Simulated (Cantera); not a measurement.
An adiabatic, constant-pressure homogeneous reactor starts with H₂ : O₂ : N₂ = 1 : 0.333 : 1.25 (molar parts), equivalence ratio 1.5, at 975 K and 1.01 bar.

Model: the H2/O2 subset of GRI-Mech 3.0, which has no nitrogen chemistry, integrated in Cantera.

Q: Predict: time of steepest temperature rise; temperature at 1.00 s; equilibrium temperature; x(H₂) at 1.00 s; x(O₂) at 1.00 s; x(O) at 1.00 s; x(HO₂) at 1.00 s; x(H) at 1.00 s; x(H₂O₂) at 1.00 s.

A: 
```json
{
  "time_of_steepest_temperature_rise": "0.911 ms",
  "temperature at 1.00 s": "2654 K",
  "equilibrium_temperature": "2654 K",
  "x(H₂) at 1.00 s": "0.143 (gas-phase equilibrium 0.143)",
  "x(O₂) at 1.00 s": "0.000557 (gas-phase equilibrium 0.000557)",
  "x(O) at 1.00 s": "0.000700 (gas-phase equilibrium 0.000700)",
  "x(HO₂) at 1.00 s": "4.10e-7 (gas-phase equilibrium 4.10e-7)",
  "x(H) at 1.00 s": "0.0181 (gas-phase equilibrium 0.0181)",
  "x(H₂O₂) at 1.00 s": "6.44e-8 (gas-phase equilibrium 6.44e-8)"
}
```
